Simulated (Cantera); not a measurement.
Feed: 1 mol V, 1.6 mol NH3, 0.031 mol H2O, at 2027 °C and 2.20 bar.

Equilibrium computed with Cantera from the NASA thermochemical tables; the gas is ideal and each condensed phase is pure. Candidate condensed phases: H2O, V, VN, VO, V2O3, V2O4, V2O5; 28 gas species. Mutual solubility and eutectic melting of coexisting phases are not modelled. VN, VO: taken at fixed stoichiometry. Condensed phases not in the tables: solid solutions among these carbides, nitrides and lower oxides, V2N. Rates play no part.

Base state: H2 0.878, N2 0.114, H 0.00612, H2O 0.00164, VO 3.48e-5, V 2.37e-5 (mole fractions); condensed: VN(s) + VO(l).

### Question
What changes in the equilibrium state with this change: temperature from 2027 °C to 727 °C?

### Answer
```
species        before     after
------------  -------  --------
H2              0.878     0.884
N2              0.114     0.112
H2O           0.00164   0.00427
H             0.00612   1.44e-9
VO            3.48e-5     <1e-9
V             2.37e-5     <1e-9
NH3           7.96e-6  0.000356
VN(s), mol      0.973     0.987
VO(l), mol     0.0263         0
V2O3(s), mol        0   0.00644
```
VN: taken at fixed stoichiometry. Condensed phases not in the tables: the oxides between V2O3 and V2O5 other than VO2, V2N.
